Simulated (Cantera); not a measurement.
What does this Cantera script print?

```python
import numpy as np
import cantera as ct

gas_names = """
    O H
""".split()
cond_names = """
    Ba(cr) Ba(L) BaO2H2(s) BaO2H2(L)
""".split()


# ... load() reads the species with a 1 bar reference pressure and builds the phases ...
species = {s.name: s for s in load("nasa_gas.yaml", gas_names) + load("nasa_condensed.yaml", cond_names)}
# Each term lists the table entries of one substance; the one whose range holds T is used.
reactions = {
    'Ba + 2 O(g) + 2 H(g) = Ba(OH)2':
        [(-1, ['Ba(cr)', 'Ba(L)']), (-2, ['O']), (-2, ['H']), (1, ['BaO2H2(s)', 'BaO2H2(L)'])],
}


def pick(names, T):
    return next(species[n] for n in names if species[n].thermo.min_temp <= T <= species[n].thermo.max_temp)


results = []
for label, terms in reactions.items():
    print(label)
    print("     T/K   dH/kJ  dS/(J/K)   dG/kJ   log10 K")
    for T in [300, 1548, 1598, 1648, 1698, 1748, 1798, 1848]:
        used = [(nu, pick(names, T)) for nu, names in terms]
        dH = sum(nu * s.thermo.h(T) for nu, s in used) / 1e6
        dS = sum(nu * s.thermo.s(T) for nu, s in used) / 1e3
        dG = dH - T * dS / 1e3
        logK = -dG * 1e6 / (ct.gas_constant * T * np.log(10))
        results.append((label, T, dH, dS, dG, logK, [s.name for _, s in used]))
        print(f"{T:8g} {dH:8.1f} {dS:8.1f} {dG:8.1f} {logK:8.2f}")
```

It prints:

```
Ba + 2 O(g) + 2 H(g) = Ba(OH)2
     T/K   dH/kJ  dS/(J/K)   dG/kJ   log10 K
     300  -1880.7   -506.9  -1728.6   300.97
    1548  -1855.2   -474.6  -1120.5    37.81
    1598  -1854.3   -474.0  -1096.8    35.85
    1648  -1853.4   -473.5  -1073.1    34.01
    1698  -1852.5   -473.0  -1049.5    32.28
    1748  -1851.6   -472.4  -1025.8    30.65
    1798  -1850.8   -471.9  -1002.2    29.12
    1848  -1849.9   -471.5   -978.6    27.66
```

Cantera with NASA thermochemical tables; ideal gases at 1 bar, condensed phases pure. Condensed species are held in their standard states even where they would react or evaporate.
